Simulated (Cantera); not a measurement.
A closed system holds: 1 mol V2O3, 850 mol H2, 3.7 mol H2O, equilibrated at 10.0 Torr.

These are equilibrium values from Cantera (NASA tables, ideal gas, pure condensed phases), not measurements of a reactor. Candidate condensed phases: H2O, V, VO, V2O3, V2O4, V2O5; 12 gas species. VO: taken at fixed stoichiometry. Condensed phases not in the tables: the oxides between V2O3 and V2O5 other than VO2. The numbers say what is thermodynamically allowed, not how fast it happens.

log p: log10 of the partial pressure in bar; n: condensed amount in mol.

```
T (°C)  log p H2  log p H2O  log p H  log p VO2  log p VO  log p OH  n V2O3(s)  n VO(s)
------  --------  ---------  -------  ---------  --------  --------  ---------  -------
825        -1.88      -4.24    -8.55       <-13      <-13    -13.26       1.00        0
925        -1.88      -4.24    -7.66     -13.58      <-13    -12.12       1.00        0
1025       -1.88      -4.24    -6.91     -11.97    -13.49    -11.16       1.00        0
1125       -1.88      -4.24        …          …         …         …      1.000        0
1225       -1.88      -4.24    -5.70      -9.40    -10.34     -9.61      1.000        0
1325       -1.88      -4.13        …          …         …         …          0     2.00
1425       -1.88      -4.13    -4.78      -7.52     -8.13     -8.32          0     2.00
1525       -1.88      -4.14    -4.39      -6.81     -7.23     -7.83          0     1.99
```

Q: Fill in the missing entries.

A: 
- 1325, log p H: -5.21
- 1325, log p VO2: -8.33
- 1325, log p VO: -9.14
- 1325, log p OH: -8.88
- 1125, log p H: -6.26
- 1125, log p VO2: -10.59
- 1125, log p VO: -11.80
- 1125, log p OH: -10.33
